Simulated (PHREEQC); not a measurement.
Arsenic or selenium liquor: an equilibrium model

A solution holds 5.6 mmol/kgw Na2SeO4 and 3.3 mmol/kgw H3PO4, at 25 °C. Closed to the air; pH follows from the charge balance.

All values are PHREEQC results (ion-association model, wateq4f.dat), not measurements.

Each row changes one thing in this solution. No solid was allowed to form.

| case | pH | ionic strength (mol/kgw) | SeO4-2 (mol/kgw) | H2PO4- (mol/kgw) | H3PO4 (mol/kgw) | HSeO4- (mol/kgw) |
|---|---|---|---|---|---|---|
| as made | 2.69 | 0.0188 | 0.00527 | 0.00261 | 0.000686 | 0.000328 |
| diluted 100-fold with water | 4.49 | 0.000201 | 5.59e-5 | 3.28e-5 | 1.53e-7 | 7.87e-8 |
| Na2SeO4 from 0.0056 to 0.0028 mol/kgw | 2.66 | 0.0106 | 0.00261 | 0.00256 | 0.000736 | 0.000188 |
| H3PO4 from 0.0033 to 0.033 mol/kgw | 1.96 | 0.0280 | 0.00427 | 0.0139 | 0.0191 | 0.00133 |
| diluted 2-fold with water | 2.92 | 0.00961 | 0.00269 | 0.00142 | 0.000228 | 0.000109 |
| H3PO4 replaced by NaH2PO4 at the same molality | 4.87 | 0.0201 | 0.00560 | 0.00327 | 5.65e-6 | 2.27e-6 |

Species that the database lacks are ignored. H3PO4, which wateq4f.dat lacks, is added to it with the constant of phreeqc.dat.
